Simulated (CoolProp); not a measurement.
Properties of vinyl chloride along the isobar 0.875 MPa.

The numbers come from the reference Helmholtz-energy equation of state, Thol 2022 in CoolProp.

```
T (K)   phase  cp (kJ/(kg K))  speed of sound (m/s)  Joule-Thomson coefficient (K/MPa)  fugacity coefficient
-----  ------  --------------  --------------------  ---------------------------------  --------------------
273.4  liquid           1.492                 990.7                            -0.3399                0.1956
290.8  liquid           1.516                 905.0                                ___                   ___
308.2  liquid           1.552                 818.7                            -0.2265                0.5572
325.6  liquid           1.604                 730.7                            -0.1308                0.8447
343       gas           1.071                 211.3                              19.98                   ___
360.4     gas           1.074                 219.2                              16.98                   ___
377.8     gas           1.085                 226.5                              14.64                0.9266
395.2     gas           1.100                 233.2                              12.78                0.9365
412.6     gas           1.117                 239.6                              11.27                0.9447
430       gas           1.136                 245.6                              10.03                0.9516
```

Task: What belongs in the gaps?

Result: 
- 290.8, Joule-Thomson coefficient (K/MPa): -0.2927
- 290.8, fugacity coefficient: 0.3438
- 343, fugacity coefficient: 0.9001
- 360.4, fugacity coefficient: 0.9148
